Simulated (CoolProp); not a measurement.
The fluid at 293.15 K and 11.8 MPa flows at 0.082 m/s in a round tube of 100 mm bore and 1.5 µm roughness, fully developed (64/Re and Nu = 3.66 if laminar; Colebrook and Gnielinski if turbulent). The same conditions are run with several fluids, on thermodynamics alone (safety and materials aside).

Model: reference Helmholtz-energy equation of state of each fluid (ethanol: Schroeder 2014; C3F8 (R218): Lemmon 2006; o-xylene: Zhou 2012; R142b: Lemmon 2006; propylene: Lemmon 2013), in CoolProp.

Question: Rank ethanol, C3F8 (R218), o-xylene, R142b, propylene by Reynolds number, highest first.

Answer: C3F8 (R218) (47100), propylene (38200), R142b (33900), o-xylene (8120), ethanol (5130)

| fluid | Darcy friction factor | pressure drop (Pa/m) | heat-transfer coefficient (W/(m² K)) | mass flow (kg/h) |
|---|---|---|---|---|
| ethanol | 0.0371 | 0.998 | 96.5 | 1850 |
| C3F8 (R218) | 0.0212 | 1.04 | 147 | 3390 |
| o-xylene | 0.0327 | 0.976 | 105 | 2060 |
| R142b | 0.0229 | 0.890 | 164 | 2680 |
| propylene | 0.0223 | 0.405 | 195 | 1250 |

Transport values come from each fluid's own correlations; those of C3F8 (R218), R142b, propylene are estimates that may be off by 10 % or more.
